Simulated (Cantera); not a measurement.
Stirred combustor or abatement burner

A perfectly stirred reactor is fed with 13.3 % CO, 0.453 % H2, 7.33 % CH4, 16.5 % O2, 62.4 % N2, equivalence ratio 1.3, at 7.90 bar; it is adiabatic with a 523 K inlet, and is followed from long to short residence time, starting on the burning branch (τ in s: 0.025, 0.0092, 0.0035, 0.0013, 0.00049, 0.00018, 6.9e-05, 2.6e-05, 9.7e-06, 3.6e-06).

Cantera simulation using GRI-Mech 3.0 (53 species, 325 reactions); the numbers are that mechanism's predictions, not measurements.

```csv
τ (s),T (K),x CO,x H2,x CH4,x C2H6,x HCN,x H,x OH
0.025,2351,0.0865,0.0165,7.50e-6,4.55e-11,1.23e-6,0.000750,0.00106
0.0092,2346,0.0867,0.0166,1.42e-5,1.84e-10,2.38e-6,0.000932,0.00131
0.0035,2338,0.0871,0.0167,2.38e-5,5.66e-10,3.95e-6,0.00124,0.00171
0.0013,2323,0.0879,0.0168,3.92e-5,1.54e-9,5.85e-6,0.00174,0.00231
0.00049,2300,0.0892,0.0171,6.58e-5,3.92e-9,7.67e-6,0.00248,0.00311
0.00018,2262,0.0916,0.0176,0.000120,1.07e-8,9.08e-6,0.00356,0.00408
6.9e-5,2208,0.0956,0.0182,0.000234,3.26e-8,9.79e-6,0.00491,0.00498
2.6e-5,2125,0.103,0.0188,0.000548,1.49e-7,1.02e-5,0.00618,0.00539
9.7e-6,523,0.133,0.00453,0.0733,<1e-12,<1e-12,<1e-12,<1e-12
3.6e-6,523,0.133,0.00453,0.0733,<1e-12,<1e-12,<1e-12,<1e-12
```
x: mole fraction; the columns are a selection and need not sum to one.
